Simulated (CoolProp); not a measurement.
Vapour-liquid equilibrium of carbon dioxide (1) + n-butane (2) at 614 kPa; x and y are mole fractions of (1).

Values from CoolProp's multi-fluid Helmholtz-energy mixture model, Span 1996 and Bücker 2006; pair parameters Kunz 2012.

| x | bubble temperature (°C) | y at the bubble point | dew temperature at overall composition x (°C) | liquid density (mol/L) |
|---|---|---|---|---|
| 0.05 | 24.2 | 0.595 | 56.1 | 9.873 |
| 0.2 | -28.6 | 0.951 | 48.7 | 11.35 |
| 0.35 | -41.6 | 0.977 | 40.6 | 12.59 |
| 0.5 | -45.7 | 0.983 | 31.2 | 14.22 |
| 0.65 | -47.4 | 0.986 | 19.7 | 16.51 |
| 0.8 | -49.1 | 0.989 | 3.6 | 19.78 |
| 0.95 | -51.5 | 0.996 | -28.3 | 24.48 |

No azeotrope shows between x = 0.05 and 0.95.

Pair parameters are fitted to limited data, so mixtures are less certain than the pure fluids. With so large a gap from Raoult's law the liquid may split in two, which this calculation doesn't test in full.
